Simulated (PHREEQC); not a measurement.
Solution (86 °C): 17 mmol/kgw HF, 23 mmol/kgw H2SiF6 and 51 mmol/kgw H2SO4. It is in equilibrium with CO2 at log p = -3.5 (atm). Otherwise closed; pH follows from the charge balance.

Computed with PHREEQC (ion-association model, wateq4f.dat).

Each row changes one thing in this solution. This is a speciation only: nothing precipitates in the calculation.

```json
[
 {"case": "as made", "pH": "1.14", "ionic strength (mol/kgw)": "0.113", "HF (mol/kgw)": "0.0433", "H2F2 (mol/kgw)": "0.000442", "F- (mol/kgw)": "0.000166", "HF2- (mol/kgw)": "3.09e-5"},
 {"case": "diluted 2-fold with water", "pH": "1.44", "ionic strength (mol/kgw)": "0.0534", "HF (mol/kgw)": "0.0319", "H2F2 (mol/kgw)": "0.000237", "F- (mol/kgw)": "0.000225", "HF2- (mol/kgw)": "3.06e-5"},
 {"case": "HF left out", "pH": "1.16", "ionic strength (mol/kgw)": "0.107", "HF (mol/kgw)": "0.0394", "H2F2 (mol/kgw)": "0.000365", "F- (mol/kgw)": "0.000156", "HF2- (mol/kgw)": "2.65e-5"},
 {"case": "H2SO4 left out", "pH": "1.49", "ionic strength (mol/kgw)": "0.0589", "HF (mol/kgw)": "0.0368", "H2F2 (mol/kgw)": "0.000317", "F- (mol/kgw)": "0.000291", "HF2- (mol/kgw)": "4.57e-5"},
 {"case": "H2SiF6 left out", "pH": "1.34", "ionic strength (mol/kgw)": "0.0597", "HF (mol/kgw)": "0.0168", "H2F2 (mol/kgw)": "6.56e-5", "F- (mol/kgw)": "9.43e-5", "HF2- (mol/kgw)": "6.74e-6"},
 {"case": "diluted 5-fold with water", "pH": "1.85", "ionic strength (mol/kgw)": "0.0196", "HF (mol/kgw)": "0.0203", "H2F2 (mol/kgw)": "9.49e-5", "F- (mol/kgw)": "0.000339", "HF2- (mol/kgw)": "2.90e-5"},
 {"case": "HF from 0.017 to 0.0017 mol/kgw", "pH": "1.15", "ionic strength (mol/kgw)": "0.107", "HF (mol/kgw)": "0.0397", "H2F2 (mol/kgw)": "0.000372", "F- (mol/kgw)": "0.000157", "HF2- (mol/kgw)": "[?]"},
 {"case": "diluted 100-fold with water", "pH": "[?]", "ionic strength (mol/kgw)": "0.00147", "HF (mol/kgw)": "0.00129", "H2F2 (mol/kgw)": "3.86e-7", "F- (mol/kgw)": "0.000252", "HF2- (mol/kgw)": "[?]"},
 {"case": "H2SiF6 from 0.023 to 0.0115 mol/kgw", "pH": "1.24", "ionic strength (mol/kgw)": "0.0826", "HF (mol/kgw)": "0.0373", "H2F2 (mol/kgw)": "0.000326", "F- (mol/kgw)": "0.000173", "HF2- (mol/kgw)": "2.77e-5"}
]
```

Problem. What belongs in the gaps?

Solution. 
- HF from 0.017 to 0.0017 mol/kgw, HF2- (mol/kgw): 2.68e-5
- diluted 100-fold with water, pH: 2.97
- diluted 100-fold with water, HF2- (mol/kgw): 1.37e-6

Some of these states are supersaturated (in Quartz (slow to form), Chalcedony (slow to form), SiO2(a), for instance). Constants without temperature data keep their 25 °C values here. SiF6-2 is the database's only silicon fluoride.
